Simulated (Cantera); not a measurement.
What does this Cantera script print?

```python
import numpy as np
import cantera as ct

gas = ct.Solution("h2o2.yaml")
gas.TPX = 1098, 29000, {'H2': 0.97, 'O2': 1, 'N2': 8.3, 'H2O': 1}
reactor = ct.IdealGasConstPressureReactor(gas, energy="off", clone=False)
net = ct.ReactorNet([reactor])
net.rtol, net.atol = 1e-08, 1e-18
show = ['H2', 'O2', 'O', 'H2O', 'H2O2', 'H', 'HO2']
times = np.geomspace(0.001, 2, 10)

steps = ct.SolutionArray(gas, extra=["t"])
rows = []
print(f"{'t/s':>10s}{'T/K':>9s}{'P/Pa':>11s}" + "".join(f"{s:>11s}" for s in show))
for t in times:
    while net.time < t:
        t_next = net.step()
        steps.append(gas.state, t=t_next)
    rows.append([np.interp(t, steps.t, y) for y in (steps.T, steps.P, *steps(*show).X.T)])
    print(f"{t:10.3e}{rows[-1][0]:9.1f}{rows[-1][1]:11.4g}" + "".join(f"{x:11.3e}" for x in rows[-1][2:]))
rate = np.gradient(steps.T, steps.t)
print("integrator steps:", len(steps.t))
if steps.T.max() > steps.T[0] + 200:
    print(f"time of steepest temperature rise: {steps.t[rate.argmax()]:.4e} s")
gas.TPX = 1098, 29000, {'H2': 0.97, 'O2': 1, 'N2': 8.3, 'H2O': 1}
gas.equilibrate("TP")
print(f"equilibrium (TP): T = {gas.T:.1f} K  " + "  ".join(f"{s} {gas[s].X[0]:.3e}" for s in show))
```

It prints:

```
       t/s      T/K       P/Pa         H2         O2          O        H2O       H2O2          H        HO2
 1.000e-03   1098.0    2.9e+04  4.670e-03  4.968e-02  1.153e-03  1.750e-01  3.114e-06  2.898e-03  1.932e-05
 2.327e-03   1098.0    2.9e+04  6.195e-04  4.794e-02  9.746e-05  1.818e-01  1.880e-06  6.428e-05  1.063e-05
 5.415e-03   1098.0    2.9e+04  1.202e-04  4.777e-02  1.516e-05  1.825e-01  7.665e-07  4.423e-06  3.745e-06
 1.260e-02   1098.0    2.9e+04  2.202e-05  4.775e-02  3.031e-06  1.826e-01  2.718e-07  4.084e-07  9.341e-07
 2.932e-02   1098.0    2.9e+04  3.529e-06  4.775e-02  7.331e-07  1.826e-01  9.366e-08  4.198e-08  2.054e-07
 6.822e-02   1098.0    2.9e+04  5.952e-07  4.775e-02  2.166e-07  1.827e-01  3.323e-08  5.602e-09  5.207e-08
 1.587e-01   1098.0    2.9e+04  1.448e-07  4.775e-02  7.535e-08  1.827e-01  1.269e-08  1.051e-09  1.690e-08
 3.694e-01   1098.0    2.9e+04  4.870e-08  4.775e-02  2.906e-08  1.827e-01  5.168e-09  2.449e-10  6.495e-09
 8.595e-01   1098.0    2.9e+04  1.878e-08  4.775e-02  1.187e-08  1.827e-01  2.186e-09  6.359e-11  2.848e-09
 2.000e+00   1098.0    2.9e+04  7.845e-09  4.775e-02  5.050e-09  1.827e-01  9.520e-10  1.788e-11  1.553e-09
integrator steps: 1650
equilibrium (TP): T = 1098.0 K  H2 1.960e-09  O2 4.775e-02  O 9.692e-10  H2O 1.827e-01  H2O2 1.901e-10  H 2.046e-12  HO2 1.268e-09
```

Cantera simulation using the H2/O2 subset of GRI-Mech 3.0, which has no nitrogen chemistry; the numbers are that mechanism's predictions, not measurements. The temperature is held fixed by assumption; the heat of reaction is taken as removed at once.
